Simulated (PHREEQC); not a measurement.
## Acid mine or pickling water

Model water analysis in mg/kgw, 9.7 °C, pH 1.86, pe 12.1: Na 326; K 89.6; Ca 110; Mg 42.8; Cl 314; S(6) as SO4 3520; Br 0.472; Cd 39.4; Si as SiO2 0.304; B 0.818; F 9.08.

Valence states are taken as typed.

All values are PHREEQC results (ion-association model, phreeqc.dat), not measurements.

* **ionic strength**: 0.0775 mol/kgw
* **specific conductance**: 6450 µS/cm
* **density**: 1.003 g/cm³
* **total alkalinity**: -28.4 meq/kg
* **charge-balance error**: -26.9 %

```csv
species,molality,activity,log γ
SO4-2,0.0226,0.00931,-0.384
H+,0.0164,0.0138,-0.076
Na+,0.0136,0.0109,-0.095
HSO4-,0.0114,0.00915,-0.097
Cl-,0.00881,0.00695,-0.103
K+,0.00219,0.00172,-0.104
Ca+2,0.00164,0.000701,-0.368
Mg+2,0.00108,0.000479,-0.354
CaSO4,0.00101,0.00103,0.008
MgSO4,0.000677,0.000690,0.008
NaSO4-,0.000571,0.000461,-0.093
HF,0.000440,0.000448,0.008
Cd+2,0.000136,5.56e-5,-0.387
CdSO4,0.000133,0.000135,0.008
```

This is a speciation only: nothing precipitates in the calculation. Constants without temperature data keep their 25 °C values here. SiF6-2 is the database's only silicon fluoride. Real BF4- forms and hydrolyses slowly; the run takes it at equilibrium.
